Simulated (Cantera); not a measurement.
What does this Cantera script print?

```python
import numpy as np
import cantera as ct

gas = ct.Solution("gri30.yaml")
gas.TPX = 1248, 101325, {'N2O': 1, 'O2': 0.054}
inlet = ct.Reservoir(gas, clone=True)

reactor = ct.IdealGasConstPressureReactor(gas, energy="off", clone=False)
exhaust = ct.Reservoir(gas, clone=True)
tau = [0.51, 0.13, 0.033, 0.0082, 0.0021, 0.00052, 0.00013][0]
for a, b in ((inlet, reactor), (reactor, exhaust)):
    ct.MassFlowController(a, b, mdot=lambda t: reactor.mass / tau)
net = ct.ReactorNet([reactor])
show = ['N2O', 'O2', 'N2', 'NO2', 'NO', 'O']

rows = []
print(f"{'tau/s':>10s}{'T/K':>9s}" + "".join(f"{s:>11s}" for s in show))
for tau in [0.51, 0.13, 0.033, 0.0082, 0.0021, 0.00052, 0.00013]:
    net.initial_time = 0.0
    net.advance(30 * tau)
    before = gas.X
    net.advance(40 * tau)
    drift = np.max(np.abs(gas.X - before) / (gas.X + 1e-9))
    rows.append([gas.T, *gas[show].X, drift])
    print(f"{tau:10.3e}{gas.T:9.1f}" + "".join(f"{x:11.3e}" for x in gas[show].X))
```

Result:

```
     tau/s      T/K        N2O         O2         N2        NO2         NO          O
 5.100e-01   1248.0  4.886e-01  1.821e-01  2.952e-01  3.453e-04  3.369e-02  2.730e-06
 1.300e-01   1248.0  7.530e-01  1.062e-01  1.248e-01  1.548e-04  1.576e-02  3.250e-06
 3.300e-02   1248.0  8.883e-01  6.812e-02  3.846e-02  4.310e-05  5.028e-03  3.458e-06
 8.200e-03   1248.0  9.329e-01  5.567e-02  1.011e-02  7.601e-06  1.338e-03  3.517e-06
 2.100e-03   1248.0  9.446e-01  5.238e-02  2.625e-03  8.589e-07  3.488e-04  3.524e-06
 5.200e-04   1248.0  9.477e-01  5.152e-02  6.501e-04  6.364e-08  8.622e-05  3.500e-06
 1.300e-04   1248.0  9.485e-01  5.130e-02  1.605e-04  3.969e-09  2.096e-05  3.398e-06
```

Cantera simulation using GRI-Mech 3.0 (53 species, 325 reactions); the numbers are that mechanism's predictions, not measurements. GRI-Mech 3.0 was tuned for natural gas; its chemistry of N2O as a main component is partial and can be far from experiment. The mechanism lacks the step 2 NO + O2 → 2 NO2, which can matter for NO2 below about 1400 K. The temperature is held fixed by assumption; the heat of reaction is taken as removed at once.
